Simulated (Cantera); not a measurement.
# Low-pressure radical oxidation in H2/O2

An isothermal, constant-pressure homogeneous reactor starts with H₂ : O₂ : N₂ = 0.13 : 1 : 1.8 (molar parts), equivalence ratio 0.065, at 1373 K and 970 Pa.

Computed with Cantera and GRI-Mech 3.0 (53 species, 325 reactions). Radical loss at walls, strong at low pressure, is not modelled. The temperature is held fixed by assumption; the heat of reaction is taken as removed at once.

```
t (s)         x H₂   x O₂    x H₂O₂    x HO₂    x N₂O
--------  --------  -----  --------  -------  -------
2.00e-5     0.0444  0.341    <1e-12  3.52e-9   <1e-12
0.000129    0.0444  0.341  1.42e-11  2.27e-8   <1e-12
0.000832    0.0444  0.341  5.27e-10  1.47e-7   <1e-12
0.00537    0.00148  0.308   2.97e-8  7.65e-7  2.59e-9
0.0346     0.00132  0.310   2.95e-8  7.53e-7  4.48e-9
0.223     0.000684  0.318   2.69e-8  6.51e-7  5.98e-9
1.44       5.88e-5  0.325   9.81e-9  1.99e-7  1.24e-8
9.30       2.45e-6  0.326   1.29e-9  2.17e-8  1.48e-8
60.0       2.88e-7  0.326  2.65e-10  2.00e-8  4.98e-9
```
x: mole fraction; the columns are a selection and need not sum to one.

Equilibrium at this temperature and pressure: H₂ 2.41e-7, O₂ 0.326, H₂O₂ 2.38e-10, HO₂ 2.12e-8, N₂O 3.92e-9 (gas phase only).
